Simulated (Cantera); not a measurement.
A Cantera script and what it prints.

```python
import numpy as np
import cantera as ct

gas_names = [...]  # 115 gases of nasa_gas.yaml made of C, Ca, H, O
cond_names = """
    C(gr) C6H6(L) C7H8(L) C8H18(L),n-octa Ca(a) Ca(b) Ca(L) CaCO3(caL) CaO(s) CaO(L) CaO2H2(s) H2O(s)
    H2O(L)
""".split()


# ... load() reads the species with a 1 bar reference pressure and builds the phases ...
atoms = {
    'CaCO3': {'Ca': 1, 'C': 1, 'O': 3},
    'C': {'C': 1},
    'H2': {'H': 2},
}
top_T = {'C(gr)': 4500}  # K; cautious upper limits of use, not melting points


# ... equilibrate(T, P, feed) seeds the gas with the atoms and calls Mixture.equilibrate('TP', solver="vcs", rtol=1e-11, max_steps=5000) ...
results = []
feed = {'CaCO3': 1, 'C': 0.26, 'H2': 0.012}  # mol
P = 19  # Pa
for T in [648, 798, 948, 1098, 1248, 1398, 1548, 1698, 1848, 1998, 2148]:
    mix = equilibrate(T, P, feed)
    results.append((T, P, feed, dict(zip(mix.species_names, mix.species_moles))))

top = {s: max(r[3][s] / sum(r[3][g] for g in gas_names) for r in results) for s in gas_names}
cols = sorted((s for s in top if top[s] > 0.0001), key=lambda s: -top[s])[:5]
seen = [c for c in cond_names if any(r[3].get(c, 0) > 1e-12 for r in results)]
print("log10 of partial pressures in bar; condensed amounts in mol")
print(f"{'T/K':>10s}" + "".join(f"{s[:9]:>10s}" for s in cols + seen))
for T, P, feed, n in results:
    ng = sum(n[g] for g in gas_names)
    print(f"{T:10.4g}" + "".join(f"{np.log10(max(n[s] / ng * P / 1e5, 1e-99)):10.3f}" for s in cols)
          + "".join(f"{n.get(c, 0):10.4g}" for c in seen))
```

Output:

```
log10 of partial pressures in bar; condensed amounts in mol
       T/K        H2       CO2        CO        O2         O     C(gr) CaCO3(caL    CaO(s)
       648    -3.739    -6.171    -5.407   -38.033   -35.967    0.2599    0.9998 0.0002331
       798    -5.870    -3.958    -4.107   -27.616   -26.947         0         0         1
       948    -5.995    -3.960    -4.105   -21.759   -21.407         0         0         1
      1098    -6.127    -3.961    -4.104   -17.511   -17.380         0         0         1
      1248    -6.246    -3.961    -4.103   -14.290   -14.322         0         0         1
      1398    -6.348    -3.962    -4.102   -11.766   -11.920         0         0         1
      1548    -6.435    -3.962    -4.102    -9.736    -9.985         0         0         1
      1698    -6.515    -3.962    -4.102    -8.068    -8.393         0         0         1
      1848    -6.606    -3.965    -4.100    -6.684    -7.065         0         0         1
      1998    -6.730    -3.997    -4.079    -5.607    -5.985         0         0    0.9998
      2148    -6.936    -4.133    -4.011    -5.002    -5.216         0         0    0.9979
```

Equilibrium computed with Cantera from the NASA thermochemical tables; the gas is ideal and each condensed phase is pure.
